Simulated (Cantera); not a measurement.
Charge: 1 mol Si, 0.049 mol H2O, 1.1 mol N2, held at 0.520 bar.

Cantera equilibrium calculation (NASA polynomials, part measured and part estimated; ideal gas, pure solids and liquids). Candidate condensed phases: H2O, Si, SiO2, Si2N2O, Si3N4; 35 gas species. Mutual solubility and eutectic melting of coexisting phases are not modelled. The numbers say what is thermodynamically allowed, not how fast it happens.

Problem. At 1848 K, list the 4 most abundant gas species with their mole fractions, and the condensed phases.

Solution. N2 0.901, H2 0.0981, SiO 0.000452, H 0.000230. Condensed: Si2N2O(s) + Si3N4(s).
